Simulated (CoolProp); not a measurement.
Vapour-liquid equilibrium of n-octane (1) + ethylbenzene (2) at 0.729 MPa; x and y are mole fractions of (1).

Computed with CoolProp (multi-fluid Helmholtz-energy mixture model, Beckmüller 2019 and Zhou 2012; pair parameters Bell 2016).

**Question.** Give the bubble temperature and the first vapour's composition at x = 0.45, 0.55, 0.75. Is there an azeotrope?

**Answer.** x = 0.45: 493.4 K, y = 0.498; x = 0.55: 492.1 K, y = 0.591; x = 0.75: 490.1 K, y = 0.772. No azeotrope shows between x = 0.05 and 0.95.

The pair parameters rest on a limited set of measurements; away from them the model extrapolates.
